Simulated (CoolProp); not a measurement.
Dimethyl carbonate along the isotherm 600 K: density (kg/m³) from the reference equation and from simpler models built on Tc = 557.0 K, pc = 4.909 MPa, ω = 0.346; each cubic takes its own stable root.

The numbers come from the reference Helmholtz-energy equation of state, Zhou 2011 in CoolProp.

| p (MPa) | phase | reference | ideal gas | van der Waals | Soave-Redlich-Kwong | Peng-Robinson |
|---|---|---|---|---|---|---|
| 3.51 | gas | 81.12 | 63.38 | 80.46 | 80.11 | 82.44 |
| 7.01 | supercritical | 264.6 | 126.6 | 306.5 | 246.7 | … |
| 10.5 | supercritical | 492.1 | 189.6 | 405.2 | 423.7 | 460.5 |
| 14 | supercritical | 573.1 | 252.8 | 444.5 | 499.1 | 547.5 |
| 17.5 | supercritical | 618.5 | … | … | 546.4 | 601.7 |
| 21 | supercritical | 650.2 | 379.2 | 489.3 | 581.2 | 641.5 |
| 24.5 | supercritical | 674.7 | 442.4 | 504.6 | 609.0 | 673.0 |
| 28.1 | supercritical | 695.3 | 507.4 | 517.7 | 632.7 | 699.9 |
| 31.6 | supercritical | 712.3 | 570.6 | 528.6 | 652.4 | 722.1 |
| 35.1 | supercritical | 727.2 | 633.8 | 538.2 | 669.6 | 741.4 |
| 38.6 | supercritical | 740.4 | … | 546.7 | 684.9 | 758.6 |
| 42.1 | supercritical | 752.4 | 760.2 | 554.3 | 698.7 | 774.0 |
| 45.6 | supercritical | 763.3 | 823.4 | 561.2 | 711.3 | 788.0 |
| 49.1 | supercritical | 773.4 | 886.6 | 567.5 | 722.7 | 800.8 |

Question: Fill in the missing entries.

Answer: 
- 7.01, Peng-Robinson: 261.8
- 17.5, ideal gas: 316.0
- 17.5, van der Waals: 470.1
- 38.6, ideal gas: 697.0
